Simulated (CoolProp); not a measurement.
Vapour-liquid equilibrium of carbon dioxide (1) + carbonyl sulfide (2) at -17.65 °C; x and y are mole fractions of (1).

Computed with CoolProp (multi-fluid Helmholtz-energy mixture model, Span 1996 and Lemmon 2006; pair parameters Bell 2016).

Task: Give the bubble pressure and the first vapour's composition at x = 0.125, 0.5, 0.8. Is there an azeotrope?

Result: x = 0.125: 0.7271 MPa, y = 0.520; x = 0.5: 1.421 MPa, y = 0.814; x = 0.8: 1.828 MPa, y = 0.919. No azeotrope shows between x = 0.05 and 0.95.

Pair parameters are fitted to limited data, so mixtures are less certain than the pure fluids.
